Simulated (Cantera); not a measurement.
Charge: 1 mol Si3N4, 8.7 mol NF3, at 1000 Pa.

Method: chemical equilibrium by Gibbs-energy minimisation in Cantera with the NASA 1993 tables (ideal gas, pure condensed phases). Candidate condensed phases: Si, Si3N4; 16 gas species. Rates play no part. All values below are at 1900 K.

Base state: F 0.601, N2 0.271, SiF4 0.128, F2 2.87e-5 (mole fractions); condensed: gas only.

Problem. What changes in the equilibrium state with this change: pressure from 1000 Pa to 100000 Pa?

Solution. 
```
species   before    after
-------  -------  -------
F          0.601    0.597
N2         0.271    0.272
SiF4       0.128    0.128
F2       2.87e-5  0.00283
```
